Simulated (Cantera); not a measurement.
A closed system holds: 1 mol Al, 10 mol NH₃, 600 mol N₂, 2.6 mol HCl, held at 13.3 mbar.

Method: chemical equilibrium by Gibbs-energy minimisation in Cantera with the NASA 1993 tables (ideal gas, pure condensed phases). Candidate condensed phases: Al, AlCl₃, AlN, NH₄Cl; 20 gas species. The numbers say what is thermodynamically allowed, not how fast it happens.

Task: Which condensed phases are stable at each of these points (T (°C)): 1202, 1252, 1302, 1352, 1402, 1452, 1502, 1552, 1602, 1652, 1702, 1752?

Result: 
```tsv
T (°C)	condensed phases	Al condensed (%)
1202	AlN(s)	48.6
1252	AlN(s)	10.2
1302	gas only	0.0
1352	gas only	0.0
1402	gas only	0.0
1452	gas only	0.0
1502	gas only	0.0
1552	gas only	0.0
1602	gas only	0.0
1652	gas only	0.0
1702	gas only	0.0
1752	gas only	0.0
```

From 1202 °C to 1252 °C the condensed part is AlN(s). From 1302 °C to 1752 °C nothing is condensed.
